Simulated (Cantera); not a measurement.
A Cantera script and what it prints.

```python
import numpy as np
import cantera as ct

gas_names = """
    CL CL2 H HCL H2 Si SiCL SiCL2 SiCL3 SiCL4 SiH SiHCL3 SiH2 SiH2CL2 SiH3 SiH3CL SiH4 Si2 Si3
""".split()
cond_names = """
    Si(cr) Si(L)
""".split()


def load(file, names, dense=False):
    # The tables refer to 1 bar. Condensed volumes are neglected.
    table = {s.name: s for s in ct.Species.list_from_file(file)}
    out = []
    for n in names:
        d = dict(table[n].input_data)
        d["thermo"] = dict(d["thermo"], **{"reference-pressure": 1e5})
        if dense:
            d["equation-of-state"] = {"model": "constant-volume", "density": "1e6 g/cm^3"}
        out.append(ct.Species.from_dict(d))
    return out


gas = ct.Solution(thermo="ideal-gas", species=load("nasa_gas.yaml", gas_names))
cond = {s.name: ct.Solution(thermo="fixed-stoichiometry", species=[s], name=s.name)
        for s in load("nasa_condensed.yaml", cond_names, dense=True)}
atoms = {
    'SiH2Cl2': {'Si': 1, 'H': 2, 'CL': 2},
    'H2': {'H': 2},
}
top_T = {}  # K; cautious upper limits of use, not melting points


def equilibrate(T, P, feed):
    n = {}
    for name, mol in feed.items():
        for a, k in atoms[name].items():
            n[a] = n.get(a, 0.0) + k * mol
    gas.TPX = T, P, n
    mass = sum(n.values()) * gas.mean_molecular_weight
    gas.equilibrate("TP")
    valid = [c for c in cond.values() if c.min_temp <= T <= top_T.get(c.name, c.max_temp)]
    mix = ct.Mixture([(gas, mass / gas.mean_molecular_weight)] + [(c, 0.0) for c in valid])
    mix.T, mix.P = T, P
    mix.equilibrate("TP", solver="vcs", rtol=1e-11, max_steps=5000)
    return mix


results = []
feed = {'SiH2Cl2': 1, 'H2': 65}  # mol
P = 9200  # Pa
for T in [900, 975, 1050, 1125, 1200, 1275, 1350, 1425, 1500, 1575, 1650]:
    mix = equilibrate(T, P, feed)
    results.append((T, P, feed, dict(zip(mix.species_names, mix.species_moles))))

top = {s: max(r[3][s] / sum(r[3][g] for g in gas_names) for r in results) for s in gas_names}
cols = sorted((s for s in top if top[s] > 1e-06), key=lambda s: -top[s])[:5]
seen = [c for c in cond_names if any(r[3].get(c, 0) > 1e-12 for r in results)]
print("log10 of partial pressures in bar; condensed amounts in mol")
print(f"{'T/K':>10s}" + "".join(f"{s[:9]:>10s}" for s in cols + seen))
for T, P, feed, n in results:
    ng = sum(n[g] for g in gas_names)
    print(f"{T:10.4g}" + "".join(f"{np.log10(max(n[s] / ng * P / 1e5, 1e-99)):10.3f}" for s in cols)
          + "".join(f"{n.get(c, 0):10.4g}" for c in seen))
```

Output:

```
log10 of partial pressures in bar; condensed amounts in mol
       T/K        H2       HCL     SiCL4    SiHCL3     SiCL2    Si(cr)
       900    -1.041    -3.453    -3.419    -3.554    -5.732    0.5047
       975    -1.042    -3.157    -3.497    -3.625    -5.064    0.5713
      1050    -1.044    -2.927    -3.650    -3.751    -4.538    0.6625
      1125    -1.046    -2.764    -3.929    -3.971    -4.157    0.7584
      1200    -1.047    -2.674    -4.379    -4.317    -3.928     0.826
      1275    -1.048    -2.640    -4.955    -4.757    -3.818    0.8539
      1350    -1.048    -2.631    -5.552    -5.211    -3.764    0.8595
      1425    -1.048    -2.630    -6.113    -5.638    -3.732    0.8573
      1500    -1.048    -2.631    -6.627    -6.029    -3.707    0.8529
      1575    -1.048    -2.633    -7.095    -6.384    -3.688    0.8477
      1650    -1.048    -2.636    -7.520    -6.708    -3.672    0.8422
```

Method: chemical equilibrium by Gibbs-energy minimisation in Cantera with the NASA 1993 tables (ideal gas, pure condensed phases). The tables' values for SiCl3 are old estimates; treat these amounts as uncertain.
